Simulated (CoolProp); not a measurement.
Computed with CoolProp (reference Helmholtz-energy equation of state, de Vries 1995).

Q: Give the vapour pressure (bar), liquid density (kg/m³), enthalpy of vaporisation (kJ/kg), surface tension (mN/m) of saturated R124 at -48.35, 64.55, 87.05 °C.

A: 
| T (°C) | p (bar) | liquid density (kg/m³) | enthalpy of vaporisation (kJ/kg) | surface tension (mN/m) |
|---|---|---|---|---|
| -48.35 | 0.164 | 1580 | 182 | 18.9 |
| 64.55 | 11.1 | 1200 | 119 | 5.17 |
| 87.05 | 18.3 | 1090 | 98.1 | 2.86 |

Surface tension comes from a separate correlation (Mulero 2012).
